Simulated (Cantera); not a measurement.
A Cantera script and its output.

```python
import numpy as np
import cantera as ct

gas = ct.Solution("gri30.yaml")
gas.TPX = 1475, 20000, {'CH4': 1, 'O2': 0.833, 'N2': 3.13}
reactor = ct.IdealGasConstPressureReactor(gas, energy="on", clone=False)
net = ct.ReactorNet([reactor])
net.rtol, net.atol = 1e-08, 1e-16
show = ['CH4', 'O2', 'NO', 'HO2', 'N2O', 'O', 'C2H2']
times = np.geomspace(9e-06, 2, 15)

steps = ct.SolutionArray(gas, extra=["t"])
rows = []
print(f"{'t/s':>10s}{'T/K':>9s}{'P/Pa':>11s}" + "".join(f"{s:>11s}" for s in show))
for t in times:
    while net.time < t:
        t_next = net.step()
        steps.append(gas.state, t=t_next)
    rows.append([np.interp(t, steps.t, y) for y in (steps.T, steps.P, *steps(*show).X.T)])
    print(f"{t:10.3e}{rows[-1][0]:9.1f}{rows[-1][1]:11.4g}" + "".join(f"{x:11.3e}" for x in rows[-1][2:]))
rate = np.gradient(steps.T, steps.t)
print("integrator steps:", len(steps.t))
if steps.T.max() > steps.T[0] + 200:
    print(f"time of steepest temperature rise: {steps.t[rate.argmax()]:.4e} s")
gas.TPX = 1475, 20000, {'CH4': 1, 'O2': 0.833, 'N2': 3.13}
gas.equilibrate("HP")
print(f"equilibrium (HP): T = {gas.T:.1f} K  " + "  ".join(f"{s} {gas[s].X[0]:.3e}" for s in show))
```

It prints:

```
       t/s      T/K       P/Pa        CH4         O2         NO        HO2        N2O          O       C2H2
 9.000e-06   1475.0      2e+04  2.015e-01  1.678e-01  1.509e-17  1.834e-07  7.247e-14  1.854e-09  4.622e-19
 2.168e-05   1475.0      2e+04  2.015e-01  1.678e-01  5.090e-17  4.347e-07  3.175e-13  2.067e-09  3.161e-17
 5.225e-05   1475.0      2e+04  2.015e-01  1.678e-01  1.550e-16  1.007e-06  1.563e-12  2.608e-09  1.691e-15
 1.259e-04   1475.0      2e+04  2.015e-01  1.678e-01  5.194e-16  2.197e-06  7.979e-12  4.157e-09  8.061e-14
 3.033e-04   1474.9      2e+04  2.015e-01  1.678e-01  2.263e-15  4.085e-06  3.832e-11  9.302e-09  4.207e-12
 7.308e-04   1474.9      2e+04  2.014e-01  1.678e-01  1.386e-14  4.945e-06  1.455e-10  2.751e-08  2.797e-10
 1.761e-03   1475.5      2e+04  2.010e-01  1.676e-01  1.043e-13  5.755e-06  4.160e-10  8.777e-08  2.187e-08
 4.243e-03   1485.2      2e+04  1.974e-01  1.655e-01  1.214e-12  2.133e-05  2.037e-09  3.573e-07  1.869e-06
 1.022e-02   2301.4      2e+04  8.801e-04  1.210e-06  7.344e-05  6.534e-10  1.156e-08  5.925e-06  4.236e-03
 2.463e-02   2278.5      2e+04  4.479e-08  1.684e-06  2.579e-04  7.357e-10  1.203e-08  9.463e-06  1.284e-07
 5.934e-02   2268.0      2e+04  8.083e-12  2.640e-06  1.780e-04  1.015e-09  3.340e-09  1.477e-05  9.554e-15
 1.430e-01   2267.8      2e+04  6.842e-12  2.736e-06  9.516e-05  1.044e-09  1.458e-09  1.529e-05  8.008e-15
 3.445e-01   2268.1      2e+04  6.585e-12  2.746e-06  5.396e-05  1.048e-09  9.454e-10  1.534e-05  7.699e-15
 8.301e-01   2268.2      2e+04  6.539e-12  2.749e-06  4.334e-05  1.049e-09  8.574e-10  1.535e-05  7.643e-15
 2.000e+00   2268.2      2e+04  6.536e-12  2.749e-06  4.279e-05  1.049e-09  8.534e-10  1.535e-05  7.640e-15
integrator steps: 2089
time of steepest temperature rise: 7.4943e-03 s
equilibrium (HP): T = 2268.2 K  CH4 7.332e-12  O2 2.749e-06  NO 4.279e-05  HO2 1.049e-09  N2O 8.534e-10  O 1.535e-05  C2H2 8.483e-15
```

Model: GRI-Mech 3.0 (53 species, 325 reactions), integrated in Cantera.
